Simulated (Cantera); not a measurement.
# Equilibrium for chlorosilane synthesis and conversion: SiCl4 + HCl + H2

A closed system holds: 1 mol SiCl4, 0.79 mol HCl, 12 mol H2, at 320000 Pa.

Cantera equilibrium calculation (NASA polynomials, part measured and part estimated; ideal gas, pure solids and liquids). Candidate condensed phases: Si; 19 gas species. The tables' values for SiCl3 are old estimates; treat these amounts as uncertain. Rates play no part.

```csv
T (K),x H2,x HCl,x SiCl4,x SiCl2,x SiHCl3,x SiCl3
773,0.870,0.0580,0.0718,5.18e-11,0.000678,1.60e-7
873,0.868,0.0595,0.0703,1.04e-8,0.00220,3.52e-6
973,0.865,0.0626,0.0672,6.22e-7,0.00522,3.82e-5
1073,0.860,0.0676,0.0624,1.53e-5,0.00971,0.000244
1173,0.853,0.0746,0.0558,0.000190,0.0149,0.00104
1273,0.843,0.0842,0.0477,0.00136,0.0191,0.00314
1373,0.830,0.0985,0.0375,0.00582,0.0200,0.00687
1473,0.811,0.118,0.0260,0.0156,0.0168,0.0109
1573,0.790,0.140,0.0153,0.0288,0.0114,0.0129
1673,0.772,0.158,0.00764,0.0414,0.00668,0.0123
1773,0.761,0.171,0.00341,0.0507,0.00357,0.0101
```
x: gas mole fraction; nothing condenses.

From 773 K to 1773 K nothing is condensed. The main Si-bearing gas is SiCl4 at 773 K and SiCl2 at 1773 K.
